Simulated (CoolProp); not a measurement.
Model: reference Helmholtz-energy equation of state, Zhou 2012, in CoolProp.

Problem. For p-xylene, give the phase and the density (kg/m³), cp (kJ/(kg K)), cv (kJ/(kg K)) at 400.1 K and 50.5 bar; 400.1 K and 177 bar.

Solution. 
- 400.1 K and 50.5 bar: liquid; density 771, cp 2.06, cv 1.64
- 400.1 K and 177 bar: liquid; density 787, cp 2.03, cv 1.65
